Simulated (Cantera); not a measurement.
An adiabatic, constant-pressure homogeneous reactor starts with CH₃OH : O₂ : N₂ = 1 : 1.9 : 5.13 (molar parts), equivalence ratio 0.79, at 1598 K and 3.75 atm.

Computed with Cantera and GRI-Mech 3.0 (53 species, 325 reactions). GRI-Mech 3.0 was tuned for natural gas; its chemistry of methanol as a main component is partial and can be far from experiment.

Task: Predict: time of steepest temperature rise; temperature at 2.00 s; equilibrium temperature; x(O₂) at 2.00 s; x(H₂O₂) at 2.00 s; x(NO) at 2.00 s.

Result: 
| Property | Value |
|---|---|
| time of steepest temperature rise | 29.2 µs |
| temperature at 2.00 s | 2873 K |
| equilibrium temperature | 2873 K |
| x(O₂) at 2.00 s | 0.0511 (gas-phase equilibrium 0.0511) |
| x(H₂O₂) at 2.00 s | 1.22e-6 (gas-phase equilibrium 1.22e-6) |
| x(NO) at 2.00 s | 0.0171 (gas-phase equilibrium 0.0171) |
